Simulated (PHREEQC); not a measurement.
# Buffer: an equilibrium model

Consider water at 25 °C with 26 mmol/kgw NH4Cl and 1.8 mmol/kgw NH3. Closed to the air; pH follows from the charge balance.

The numbers come from PHREEQC with the ion-association model, wateq4f.dat.

Each row changes one thing in this solution. Precipitation was switched off in this run.

```csv
case,pH,NH4+ (mol/kgw)
as made,8.15,0.0260
temperature from 25 to 45 °C,…,0.0260
NH4Cl replaced by RbCl at the same molality,10.22,0.000196
temperature from 25 to 90 °C,…,0.0260
temperature from 25 to 60 °C,…,0.0260
NH4Cl replaced by (CH3)4NCl at the same molality,10.22,0.000196
```

### Question
What belongs in the gaps?

### Answer

- temperature from 25 to 45 °C, pH: 7.58
- temperature from 25 to 90 °C, pH: 6.54
- temperature from 25 to 60 °C, pH: 7.20

Species that the database lacks are ignored. Constants without temperature data keep their 25 °C values here.
